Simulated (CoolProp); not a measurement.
The fluoroketone C6F12O (FK-5-1-12) along the isobar 2.62 MPa: fugacity coefficient from the reference equation and from simpler models built on Tc = 441.8 K, pc = 1.869 MPa, ω = 0.471; each cubic takes its own stable root.

Values from CoolProp's reference Helmholtz-energy equation of state, McLinden 2015.

```csv
T (K),phase,reference,van der Waals,Redlich-Kwong
378.1,liquid,0.1883,0.3522,0.2630
386.8,liquid,0.2232,0.3789,0.2955
395.5,liquid,0.2613,0.4060,0.3294
404.2,liquid,0.3024,0.4333,0.3643
412.9,liquid,0.3461,0.4607,0.3999
421.6,liquid,0.3920,0.4881,0.4359
430.4,liquid,0.4400,0.5157,0.4724
439.1,liquid,0.4883,0.5426,0.5080
447.8,supercritical,0.5360,0.5689,0.5426
456.5,supercritical,0.5813,0.5944,0.5755
465.2,supercritical,0.6200,0.6188,0.6057
473.9,supercritical,0.6511,0.6416,0.6322
482.6,supercritical,0.6774,0.6622,0.6550
491.3,supercritical,0.7006,0.6806,0.6751
500,supercritical,0.7214,0.6969,0.6932
```
